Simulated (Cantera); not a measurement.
A diamond (100) surface in a fixed gas of H2 with x(CH4) = 0.0093, x(H) = 0.0036, at 1225 K, 0.286 atm; coverages are run to steady state.

Computed with Cantera and the Harris–Goodwin 1993 mechanism for the reconstructed diamond (100) surface.

One state of this run: growth (µm/h) = 12.5; θ c6HH = 0.428; θ c6H* = 0.0409; θ c6*H = 0.496; θ c6** = 0.0313; θ c6HM = 0.00229. θ: site fractions in the mechanism's names (c6HH fully hydrogenated, c6H* and c6*H radical sites, c6** diradical, c6HM methylated).

Task: Which value of x(CH3) does it belong to?
A) 1.7e-05
B) 0.0003
C) 7.2e-05
D) 3.5e-05

Result: C, 7.2e-05
